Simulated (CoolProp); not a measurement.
Properties of isobutane at several states (Tc = 134.7 °C, pc = 3.629 MPa, ω = 0.184).

Model: reference Helmholtz-energy equation of state, Bücker 2006, in CoolProp.

| T (°C) | p (MPa) | phase | density (kg/m³) | cp (kJ/(kg K)) | speed of sound (m/s) | Joule-Thomson coefficient (K/MPa) | conductivity (mW/(m K)) |
|---|---|---|---|---|---|---|---|
| -75.45 | 0.0309 | liquid | 660.0 | 1.960 | 1403 | -0.5446 | 130 |
| 280.65 | 5.28 | supercritical | 80.12 | 3.044 | (withheld) | 3.727 | 58.2 |
| 52.05 | 0.107 | gas | 2.349 | (withheld) | 220.9 | 16.52 | 19.8 |
| 209.55 | 0.0116 | gas | 0.1681 | 2.499 | (withheld) | 5.020 | 40.5 |
| -52.95 | 6.33 | liquid | 642.9 | 2.027 | 1310 | -0.5124 | 123 |
| -70.65 | 0.083 | liquid | 655.3 | 1.976 | 1374 | -0.5354 | 128 |

Task: Fill in the missing entries.

Result: 
- 280.65, speed of sound (m/s): 251.5
- 52.05, cp (kJ/(kg K)): 1.812
- 209.55, speed of sound (m/s): 270.5

Thermal conductivity comes from a separate model (Perkins 2002).
